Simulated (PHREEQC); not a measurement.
Consider water at 25 °C with 0.02 mol TMAH, 0.00042 mol K2SO4 and 0.14 mol KH2PO4 per kg of water. Closed to the air; pH follows from the charge balance.

The numbers come from PHREEQC with the ion-association model, phreeqc.dat.

Precipitation was switched off in this run.

Q: What pH does the model give?

A: pH 6.01.

Q: In which forms is K present?

A: K+ 99 %, KHPO4- 1.1 % of the K.

Complexes and solids missing from the database can't appear. (CH3)4N+ isn't in the database: it is added as a free cation with an ion size of 4 Å.
